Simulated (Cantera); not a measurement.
An isothermal, constant-pressure homogeneous reactor starts with NO : N₂ = 1 : 11 (molar parts), at 2075 K and 36.8 Torr.

Cantera simulation using GRI-Mech 3.0 (53 species, 325 reactions); the numbers are that mechanism's predictions, not measurements. Radical loss at walls, strong at low pressure, is not modelled.

x: mole fraction; the columns are a selection and need not sum to one.

| t (s) | x NO | x N₂ | x NO₂ | x O | x N₂O |
|---|---|---|---|---|---|
| 1.00e-6 | 0.0833 | 0.917 | <1e-12 | 6.68e-10 | 6.68e-10 |
| 6.00e-6 | 0.0833 | 0.917 | <1e-12 | 4.01e-9 | 4.00e-9 |
| 3.59e-5 | 0.0833 | 0.917 | 6.40e-12 | 2.41e-8 | 2.39e-8 |
| 0.000215 | 0.0833 | 0.917 | 2.16e-10 | 1.47e-7 | 1.41e-7 |
| 0.00129 | 0.0833 | 0.917 | [?] | 9.58e-7 | 7.63e-7 |
| 0.00775 | 0.0833 | 0.917 | [?] | 7.60e-6 | 2.66e-6 |
| 0.0464 | 0.0832 | 0.917 | [?] | 5.64e-5 | 3.36e-6 |
| 0.278 | 0.0823 | 0.917 | [?] | 0.000225 | 3.14e-6 |
| 1.67 | 0.0731 | 0.922 | [?] | 0.000428 | 2.36e-6 |
| 10.0 | 0.0212 | 0.947 | [?] | 0.000932 | 2.20e-7 |
| 60.0 | 0.00445 | 0.956 | [?] | 0.00104 | 6.06e-8 |

Q: Fill in the missing entries.

A: 
- 0.00129, x NO₂: 5.57e-9
- 0.00775, x NO₂: 7.75e-8
- 0.0464, x NO₂: 6.16e-7
- 0.278, x NO₂: 2.23e-6
- 1.67, x NO₂: 4.04e-6
- 10.0, x NO₂: 2.73e-6
- 60.0, x NO₂: 6.46e-7
